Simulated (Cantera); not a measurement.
A closed system holds: 1 mol TiO₂, 0.54 mol CH₄, 16 mol H₂, at 1700 K and 35.0 mbar.

These are equilibrium values from Cantera (NASA tables, ideal gas, pure condensed phases), not measurements of a reactor. Candidate condensed phases: C, C₆H₆, C₇H₈, C₈H₁₈, H₂O, Ti, TiC, TiO, TiO₂, Ti₂O₃, Ti₃O₅, Ti₄O₇; 113 gas species. Mutual solubility and eutectic melting of coexisting phases are not modelled. TiC: taken at fixed stoichiometry. Equilibrium is a limit: real reactors are often held back by kinetics, nucleation or transport.

Base state: H₂ 0.969, CO 0.0297, H 0.000775, H₂O 5.69e-5 (mole fractions); condensed: TiC(s) + Ti₂O₃(s).

### Question
What changes in the equilibrium state with this change: CH₄ from 0.54 to 3.5 mol?

### Answer
```csv
species,before,after
H₂,0.969,0.919
CO,0.0297,0.0800
H,0.000775,0.000755
C₂H₂ (acetylene),5.21e-9,6.75e-5
CH₄,3.08e-7,3.24e-5
H₂O,5.69e-5,1.24e-6
"TiC(s), mol",0.0164,1.00
"Ti₂O₃(s), mol",0.492,0
"C(graphite), mol",0,0.496
```

### Question
What changes in the equilibrium state with this change: temperature from 1700 K to 1950 K?

### Answer
```json
[
 {"species": "H₂", "before": "0.969", "after": "0.963"},
 {"species": "CO", "before": "0.0297", "after": "0.0306"},
 {"species": "H", "before": "0.000775", "after": "0.00601"},
 {"species": "H₂O", "before": "5.69e-5", "after": "0.000220"},
 {"species": "TiC(s), mol", "before": "0.0164", "after": "0"},
 {"species": "Ti₂O₃(s), mol", "before": "0.492", "after": "0.456"},
 {"species": "TiO(s), mol", "before": "0", "after": "0.0877"}
]
```
TiO: taken at fixed stoichiometry.
